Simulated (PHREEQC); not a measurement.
Dissolve 0.0059 mol KH2PO4, 0.0006 mol NaOH and 9.1e-05 mol H4SiO4 per kg of water at 20 °C. Closed to the air; pH follows from the charge balance.

Model: ion-association model, wateq4f.dat, run in PHREEQC.

Task: The ionic strength comes out as 0.00709 mol/kgw. What activity coefficients do KHPO4-, H2PO4-, Na+, K+, HPO4-2 get?

Result: KHPO4- 0.92, H2PO4- 0.92, Na+ 0.92, K+ 0.91, HPO4-2 0.71.

This is a speciation only: nothing precipitates in the calculation. H3PO4, which wateq4f.dat lacks, is added to it with the constant of phreeqc.dat.
